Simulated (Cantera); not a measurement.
Standard-state values (1 bar) from the NASA 1993 polynomials, evaluated with Cantera. Values are per mole of reaction as written; species without (g) are pure solids or liquids, kept so even where they would boil at 1 bar.

Task: Between 898 and 1698 K, where is each reaction favourable under standard conditions?
- 2 Pb(g) + CS₂(g) → 2 PbS + C

Result: 
- 2 Pb(g) + CS₂(g) → 2 PbS + C: ΔG° is -353 kJ at 898 K and -74 kJ at 1698 K; it stays negative (K > 1). ΔH° is -617 kJ and ΔS° -320 J/K at 1698 K.
